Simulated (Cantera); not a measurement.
Mixture: 7.31 % CH₄, 0.263 % H₂, 25.0 % O₂, 67.4 % N₂, equivalence ratio 0.59, at 1.90 bar, adiabatic and at constant pressure. Ignition delay is the time to a rise of 400 K.

Computed with Cantera and GRI-Mech 3.0 (53 species, 325 reactions).

**Question.** Predict: delay at 1200 K; delay at 1400 K; delay at 1600 K; delay at 1800 K; apparent activation energy between 1700 and 1900 K.

**Answer.** 
| Property | Result |
|---|---|
| delay at 1200 K | 9.97 ms |
| delay at 1400 K | 1.01 ms |
| delay at 1600 K | 0.171 ms |
| delay at 1800 K | 46.6 µs |
| apparent activation energy between 1700 and 1900 K | 150 kJ/mol |
